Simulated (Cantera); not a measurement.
Cantera run, input and output.

```python
import numpy as np
import cantera as ct

gas = ct.Solution("gri30.yaml")
gas.TPX = 1250, 7600, {'N2O': 1, 'H2O': 0.011}
reactor = ct.IdealGasConstPressureReactor(gas, energy="off", clone=False)
net = ct.ReactorNet([reactor])
net.rtol, net.atol = 1e-08, 1e-18
show = ['N2O', 'H2O', 'H2O2', 'NO2', 'O', 'H2']
times = np.geomspace(6e-05, 3, 12)

steps = ct.SolutionArray(gas, extra=["t"])
rows = []
print(f"{'t/s':>10s}{'T/K':>9s}{'P/Pa':>11s}" + "".join(f"{s:>11s}" for s in show))
for t in times:
    while net.time < t:
        t_next = net.step()
        steps.append(gas.state, t=t_next)
    rows.append([np.interp(t, steps.t, y) for y in (steps.T, steps.P, *steps(*show).X.T)])
    print(f"{t:10.3e}{rows[-1][0]:9.1f}{rows[-1][1]:11.4g}" + "".join(f"{x:11.3e}" for x in rows[-1][2:]))
rate = np.gradient(steps.T, steps.t)
print("integrator steps:", len(steps.t))
if steps.T.max() > steps.T[0] + 200:
    print(f"time of steepest temperature rise: {steps.t[rate.argmax()]:.4e} s")
gas.TPX = 1250, 7600, {'N2O': 1, 'H2O': 0.011}
gas.equilibrate("TP")
print(f"equilibrium (TP): T = {gas.T:.1f} K  " + "  ".join(f"{s} {gas[s].X[0]:.3e}" for s in show))
```

It prints:

```
       t/s      T/K       P/Pa        N2O        H2O       H2O2        NO2          O         H2
 6.000e-05   1250.0       7600  9.891e-01  1.088e-02  1.488e-15  3.398e-14  2.386e-06  1.203e-14
 1.604e-04   1250.0       7600  9.891e-01  1.088e-02  5.947e-14  1.020e-12  3.648e-06  4.496e-13
 4.291e-04   1250.0       7600  9.890e-01  1.088e-02  1.902e-12  3.840e-11  3.995e-06  1.016e-11
 1.147e-03   1250.0       7600  9.889e-01  1.088e-02  6.118e-11  2.029e-09  3.998e-06  1.683e-10
 3.068e-03   1250.0       7600  9.886e-01  1.088e-02  2.433e-09  9.030e-08  3.991e-06  1.935e-09
 8.204e-03   1250.0       7600  9.876e-01  1.087e-02  3.370e-08  2.292e-06  3.977e-06  1.142e-08
 2.194e-02   1250.0       7600  9.851e-01  1.086e-02  3.902e-08  2.102e-05  3.959e-06  3.444e-08
 5.867e-02   1250.0       7600  9.785e-01  1.083e-02  1.722e-08  8.802e-05  3.909e-06  5.255e-08
 1.569e-01   1250.0       7600  9.611e-01  1.077e-02  7.014e-09  2.249e-04  3.803e-06  3.858e-08
 4.195e-01   1250.0       7600  9.167e-01  1.061e-02  2.728e-09  3.525e-04  3.695e-06  2.527e-08
 1.122e+00   1250.0       7600  8.109e-01  1.022e-02  1.437e-09  3.797e-04  3.628e-06  2.191e-08
 3.000e+00   1250.0       7600  5.967e-01  9.444e-03  1.116e-09  3.076e-04  3.563e-06  2.260e-08
integrator steps: 1046
equilibrium (TP): T = 1250.0 K  N2O 5.608e-09  H2O 7.278e-03  H2O2 4.251e-11  NO2 1.509e-06  O 1.453e-07  H2 1.594e-09
```

Computed with Cantera and GRI-Mech 3.0 (53 species, 325 reactions). GRI-Mech 3.0 was tuned for natural gas; its chemistry of N2O as a main component is partial and can be far from experiment. The mechanism lacks the step 2 NO + O2 → 2 NO2, which can matter for NO2 below about 1400 K. The temperature is held fixed by assumption; the heat of reaction is taken as removed at once.
